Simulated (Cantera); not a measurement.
Input: 1 mol CH3Cl, 0.0069 mol Si, held at 2773 K and 0.00220 bar.

Method: chemical equilibrium by Gibbs-energy minimisation in Cantera with the NASA 1993 tables (ideal gas, pure condensed phases). Candidate condensed phases: C, C6H6, C7H8, C8H18, Si, SiC; 109 gas species. The tables' values for SiCl are old estimates; treat these amounts as uncertain. Equilibrium is a limit: real reactors are often held back by kinetics, nucleation or transport.

Base state: H 0.558, Cl 0.224, H2 0.124, HCl 0.0720, C3 0.0103, C2H2 (acetylene) 0.00378, C 0.00222, C2H 0.00205 (mole fractions); condensed: C(graphite).

Question: What changes in the equilibrium state with this change: temperature from 2773 K to 2200 K?

Answer: 
```csv
species,before,after
H2,0.124,0.454
HCl,0.0720,0.408
H,0.558,0.0809
C3,0.0103,1.10e-6
Cl,0.224,0.0530
SiCl2,4.88e-6,0.00238
C5,8.93e-5,<1e-9
C4,1.72e-5,<1e-9
"C(graphite), mol",0.835,0.995
```
